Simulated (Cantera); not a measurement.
Feed: 1 mol Si3N4, a varied amount of H2, held at 1 atm.

Points: T (K) = 1998, 2073, 2148, 2223, 2298, 2373, 2448, 2523, 2598, 2673, 2748, 2823, 2898, 2973; n(H2) (mol) = 0.52, 0.7, 0.89, 1.1, 1.3, 1.4, 1.6, 1.8, 2, 2.2, 2.4, 2.5, 2.7.

Cantera's Mixture.equilibrate('TP', solver="vcs", rtol=1e-11, max_steps=5000) on the NASA tables stopped like this:

```
ERROR: FAILURE its = 5001!

*******************************************************************************
CanteraError thrown by MultiPhase::equilibrate:
VCS solver failed. Return code: -1
*******************************************************************************
```

**Question.** What got this run through?

**Answer.** Several could match; the one computed here: The failure is numerical, not chemical. The same input converged with solver="gibbs", rtol=1e-10, max_steps=50000, and the result passed a check of the equilibrium conditions:
```
   1998       0.52  Si(L) + Si3N4(a)
   1998        0.7  Si(L) + Si3N4(a)
   1998       0.89  Si(L) + Si3N4(a)
   1998        1.1  Si(L) + Si3N4(a)
   1998        1.3  Si(L) + Si3N4(a)
   1998        1.4  Si(L) + Si3N4(a)
   1998        1.6  Si(L) + Si3N4(a)
   1998        1.8  Si(L) + Si3N4(a)
   1998          2  Si(L) + Si3N4(a)
   1998        2.2  Si(L) + Si3N4(a)
   1998        2.4  Si(L) + Si3N4(a)
   1998        2.5  Si(L) + Si3N4(a)
   1998        2.7  Si(L) + Si3N4(a)
   2073       0.52  Si(L) + Si3N4(a)
   2073        0.7  Si(L) + Si3N4(a)
   2073       0.89  Si(L) + Si3N4(a)
   2073        1.1  Si(L) + Si3N4(a)
   2073        1.3  Si(L) + Si3N4(a)
   2073        1.4  Si(L) + Si3N4(a)
   2073        1.6  Si(L) + Si3N4(a)
   2073        1.8  Si(L) + Si3N4(a)
   2073          2  Si(L) + Si3N4(a)
   2073        2.2  Si(L) + Si3N4(a)
   2073        2.4  Si(L) + Si3N4(a)
   2073        2.5  Si(L) + Si3N4(a)
   2073        2.7  Si(L) + Si3N4(a)
   2148       0.52  Si(L)
   2148        0.7  Si(L)
   2148       0.89  Si(L)
   2148        1.1  Si(L)
   2148        1.3  Si(L)
   2148        1.4  Si(L)
   2148        1.6  Si(L)
   2148        1.8  Si(L)
   2148          2  Si(L)
   2148        2.2  Si(L)
   2148        2.4  Si(L)
   2148        2.5  Si(L)
   2148        2.7  Si(L)
   2223       0.52  Si(L)
   2223        0.7  Si(L)
   2223       0.89  Si(L)
   2223        1.1  Si(L)
   2223        1.3  Si(L)
   2223        1.4  Si(L)
   2223        1.6  Si(L)
   2223        1.8  Si(L)
   2223          2  Si(L)
   2223        2.2  Si(L)
   2223        2.4  Si(L)
   2223        2.5  Si(L)
   2223        2.7  Si(L)
   2298       0.52  Si(L)
   2298        0.7  Si(L)
   2298       0.89  Si(L)
   2298        1.1  Si(L)
   2298        1.3  Si(L)
   2298        1.4  Si(L)
   2298        1.6  Si(L)
   2298        1.8  Si(L)
   2298          2  Si(L)
   2298        2.2  Si(L)
   2298        2.4  Si(L)
   2298        2.5  Si(L)
   2298        2.7  Si(L)
   2373       0.52  Si(L)
   2373        0.7  Si(L)
   2373       0.89  Si(L)
   2373        1.1  Si(L)
   2373        1.3  Si(L)
   2373        1.4  Si(L)
   2373        1.6  Si(L)
   2373        1.8  Si(L)
   2373          2  Si(L)
   2373        2.2  Si(L)
   2373        2.4  Si(L)
   2373        2.5  Si(L)
   2373        2.7  Si(L)
   2448       0.52  Si(L)
   2448        0.7  Si(L)
   2448       0.89  Si(L)
   2448        1.1  Si(L)
   2448        1.3  Si(L)
   2448        1.4  Si(L)
   2448        1.6  Si(L)
   2448        1.8  Si(L)
   2448          2  Si(L)
   2448        2.2  Si(L)
   2448        2.4  Si(L)
   2448        2.5  Si(L)
   2448        2.7  Si(L)
   2523       0.52  Si(L)
   2523        0.7  Si(L)
   2523       0.89  Si(L)
   2523        1.1  Si(L)
   2523        1.3  Si(L)
   2523        1.4  Si(L)
   2523        1.6  Si(L)
   2523        1.8  Si(L)
   2523          2  Si(L)
   2523        2.2  Si(L)
   2523        2.4  Si(L)
   2523        2.5  Si(L)
   2523        2.7  Si(L)
   2598       0.52  Si(L)
   2598        0.7  Si(L)
   2598       0.89  Si(L)
   2598        1.1  Si(L)
   2598        1.3  Si(L)
   2598        1.4  Si(L)
   2598        1.6  Si(L)
   2598        1.8  Si(L)
   2598          2  Si(L)
   2598        2.2  Si(L)
   2598        2.4  Si(L)
   2598        2.5  Si(L)
   2598        2.7  Si(L)
   2673       0.52  Si(L)
   2673        0.7  Si(L)
   2673       0.89  Si(L)
   2673        1.1  Si(L)
   2673        1.3  Si(L)
   2673        1.4  Si(L)
   2673        1.6  Si(L)
   2673        1.8  Si(L)
   2673          2  Si(L)
   2673        2.2  Si(L)
   2673        2.4  Si(L)
   2673        2.5  Si(L)
   2673        2.7  Si(L)
   2748       0.52  Si(L)
   2748        0.7  Si(L)
   2748       0.89  Si(L)
   2748        1.1  Si(L)
   2748        1.3  Si(L)
   2748        1.4  Si(L)
   2748        1.6  Si(L)
   2748        1.8  Si(L)
   2748          2  Si(L)
   2748        2.2  Si(L)
   2748        2.4  Si(L)
   2748        2.5  Si(L)
   2748        2.7  Si(L)
   2823       0.52  Si(L)
   2823        0.7  Si(L)
   2823       0.89  Si(L)
   2823        1.1  Si(L)
   2823        1.3  Si(L)
   2823        1.4  Si(L)
   2823        1.6  Si(L)
   2823        1.8  Si(L)
   2823          2  Si(L)
   2823        2.2  Si(L)
   2823        2.4  Si(L)
   2823        2.5  Si(L)
   2823        2.7  Si(L)
   2898       0.52  Si(L)
   2898        0.7  Si(L)
   2898       0.89  Si(L)
   2898        1.1  Si(L)
   2898        1.3  Si(L)
   2898        1.4  Si(L)
   2898        1.6  Si(L)
   2898        1.8  Si(L)
   2898          2  Si(L)
   2898        2.2  Si(L)
   2898        2.4  Si(L)
   2898        2.5  Si(L)
   2898        2.7  Si(L)
   2973       0.52  Si(L)
   2973        0.7  Si(L)
   2973       0.89  Si(L)
   2973        1.1  Si(L)
   2973        1.3  Si(L)
   2973        1.4  Si(L)
   2973        1.6  Si(L)
   2973        1.8  Si(L)
   2973          2  Si(L)
   2973        2.2  Si(L)
   2973        2.4  Si(L)
   2973        2.5  Si(L)
   2973
```

The gas is ideal and each condensed phase is pure. Mutual solubility and eutectic melting of coexisting phases are not modelled.
